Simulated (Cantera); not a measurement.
## Fluorocarbon and chlorocarbon gases: CH₃F + F₂ + H₂

Charge: 1 mol CH₃F, 0.011 mol F₂, a varied amount of H₂, held at 600 K and 0.133 bar.

Cantera equilibrium calculation (NASA polynomials, part measured and part estimated; ideal gas, pure solids and liquids). Candidate condensed phases: C, C₆H₆, C₇H₈, C₈H₁₈; 95 gas species. The numbers say what is thermodynamically allowed, not how fast it happens.

From 0.35 mol H₂ to 1.3 mol H₂ the condensed part is C(graphite). From 2.1 mol H₂ to 20 mol H₂ nothing is condensed. The main C-bearing gas is CH₄ throughout.

```
n(H₂) (mol)  log p H₂  log p HF  log p CH₄  log p H₂F₂  log p C₂H₆  n C(graphite)
-----------  --------  --------  ---------  ----------  ----------  -------------
0.35            -1.69     -1.13      -1.41       -5.63       -7.36          0.469
0.55            -1.67     -1.15      -1.38       -5.68       -7.31          0.385
0.86            -1.65     -1.19      -1.33       -5.76       -7.24          0.253
1.3             -1.63     -1.24      -1.28       -5.86       -7.16         0.0656
2.1             -1.33     -1.36      -1.37       -6.09       -7.64              0
3.3             -1.15     -1.50      -1.51       -6.37       -8.10              0
5.1             -1.05     -1.65      -1.66       -6.68       -8.50              0
8               -0.99     -1.82      -1.83       -7.01       -8.91              0
12              -0.95     -1.98      -1.99       -7.33       -9.26              0
20              -0.92     -2.19      -2.20       -7.75       -9.71              0
```
log p: log10 of the partial pressure in bar; n: condensed amount in mol.
